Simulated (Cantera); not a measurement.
Input: 1 mol SiF4, 2.2 mol NO, 6.1 mol H2, at 1198.15 K and 0.270 bar.

Cantera equilibrium calculation (NASA polynomials, part measured and part estimated; ideal gas, pure solids and liquids). Candidate condensed phases: H2O, Si, SiO2, Si2N2O, Si3N4; 58 gas species. The tables hold silica as quartz up to 1696 K and as liquid above; real silica turns to tridymite and cristobalite and melts near 1996 K. Rates play no part.

Base state: H2 0.444, HF 0.263, N2 0.125, H2O 0.119, SiF4 0.0482 (mole fractions); condensed: SiO2(β-quartz).

**Question.** What changes in the equilibrium state with this change: temperature from 1198.15 K to 1600 K?

**Answer.** 
| species | before | after |
|---|---|---|
| H2 | 0.444 | 0.434 |
| HF | 0.263 | 0.346 |
| N2 | 0.125 | 0.123 |
| H2O | 0.119 | 0.0722 |
| SiF4 | 0.0482 | 0.0248 |
| H | 2.45e-7 | 6.90e-5 |
| SiF3 | 4.80e-7 | 0.000103 |
| SiHF3 | 2.62e-6 | 3.00e-5 |
| SiO2(β-quartz), mol | 0.577 | 0.776 |
The tables' values for SiF3 are old estimates; treat these amounts as uncertain. Gases not in the tables: Si(OH)4.

**Question.** What changes in the equilibrium state with this change: temperature from 1198.15 K to 700 K?

**Answer.** 
| species | before | after |
|---|---|---|
| H2 | 0.444 | 0.467 |
| H2O | 0.119 | 0.231 |
| N2 | 0.125 | 0.132 |
| HF | 0.263 | 0.0658 |
| SiF4 | 0.0482 | 0.104 |
| NH3 | 5.46e-6 | 0.000294 |
| SiO2(β-quartz), mol | 0.577 | 0 |
| SiO2(α-quartz), mol | 0 | 0.137 |
